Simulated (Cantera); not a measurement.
Feed: 1 mol TiO2, a varied amount of H2, at 1875 K and 0.218 Torr.

Cantera equilibrium calculation (NASA polynomials, part measured and part estimated; ideal gas, pure solids and liquids). Candidate condensed phases: H2O, Ti, TiO, TiO2, Ti2O3, Ti3O5, Ti4O7; 12 gas species. Mutual solubility and eutectic melting of coexisting phases are not modelled. Kinetics and transport are ignored.

x: gas mole fraction; n: condensed amount in mol.

```
n(H2) (mol)   x H2     x H     x H2O     x TiO   x TiO2     x OH     x Ti  n Ti3O5(s)  n Ti2O3(s)
-----------  -----  ------  --------  --------  -------  -------  -------  ----------  ----------
60           0.957  0.0377   0.00545   3.59e-5  2.34e-5  1.67e-5  6.66e-8       0.332           0
85           0.958  0.0377   0.00386   4.53e-5  2.08e-5  1.18e-5  1.19e-7       0.331           0
120          0.959  0.0377   0.00275   5.68e-5  1.86e-5  8.42e-6  2.09e-7       0.330           0
180          0.960  0.0377   0.00210   6.80e-5  1.70e-5  6.43e-6      [?]         [?]         [?]
250          0.960  0.0377   0.00198   7.00e-5  1.65e-5  6.07e-6  3.58e-7           0       0.489
360          0.961  0.0377       [?]       [?]      [?]      [?]      [?]           0       0.482
520          0.961  0.0377  0.000986   9.93e-5  1.16e-5  3.02e-6  1.02e-6           0       0.470
740          0.961  0.0377  0.000716  0.000117  9.92e-6  2.19e-6  1.65e-6           0       0.452
1100         0.962  0.0377  0.000513  0.000138  8.39e-6  1.57e-6  2.72e-6           0       0.417
1500         0.962  0.0377  0.000405  0.000155  7.46e-6  1.24e-6  3.88e-6           0       0.373
```

What belongs in the gaps?


- 360, x H2O: 0.00139
- 360, x TiO: 8.35e-5
- 360, x TiO2: 1.38e-5
- 360, x OH: 4.27e-6
- 360, x Ti: 6.07e-7
- 180, x Ti: 3.28e-7
- 180, n Ti3O5(s): 0.237
- 180, n Ti2O3(s): 0.137
